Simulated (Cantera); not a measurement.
Source: NASA polynomial tables (part measured, part estimated), evaluated in Cantera. Values are per mole of reaction as written; species without (g) are pure solids or liquids, kept so even where they would boil at 1 bar. ZrN: taken at fixed stoichiometry.

6 H(g) + NO(g) + ZrO2(g) ⇌ ZrN + 3 H2O(g)

```
T (K)  ΔH° (kJ)  ΔS° (J/K)  ΔG° (kJ)  log10 K
-----  --------  ---------  --------  -------
300         [?]        [?]       [?]      [?]
775     -2229.1     -619.1   -1749.3   117.90
825     -2231.4     -622.0   -1718.3   108.79
875     -2233.6     -624.5   -1687.1   100.71
925     -2235.7     -626.9   -1655.8    93.50
975     -2237.7     -629.0   -1624.4    87.03
1025    -2239.7     -630.9   -1592.9    81.18
1075        [?]        [?]       [?]      [?]
1125    -2243.2     -634.2   -1529.7    71.02
```

Problem. Some entries are withheld; supply them.

Solution. 
- 300, ΔH° (kJ): -2203.9
- 300, ΔS° (J/K): -567.8
- 300, ΔG° (kJ): -2033.6
- 300, log10 K: 354.07
- 1075, ΔH° (kJ): -2241.5
- 1075, ΔS° (J/K): -632.7
- 1075, ΔG° (kJ): -1561.3
- 1075, log10 K: 75.86
